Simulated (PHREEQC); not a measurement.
A solution holds 0.0036 mol CuCl2, 0.0036 mol NaOH and 3.1e-05 mol HNO3 per kg of water, at 40 °C. Closed to the air; pH follows from the charge balance.

Equilibrium calculation in PHREEQC: ion-association model, wateq4f.dat.

Precipitation was switched off in this run.

Question: Predict the pH.

Answer: pH 6.91.

Question: In which forms is Cu present?

Answer: Cu2(OH)2+2 77 %, Cu+2 11 %, Cu(OH)2 11 %, CuOH+ 0.7 % of the Cu.

Saturation is exceeded, for instance for Atacamite, Cu(OH)2; the values hold only as long as no solid forms. Constants without temperature data keep their 25 °C values here. The database's constant for dissolved Cu(OH)2 is higher than later reviews accept.
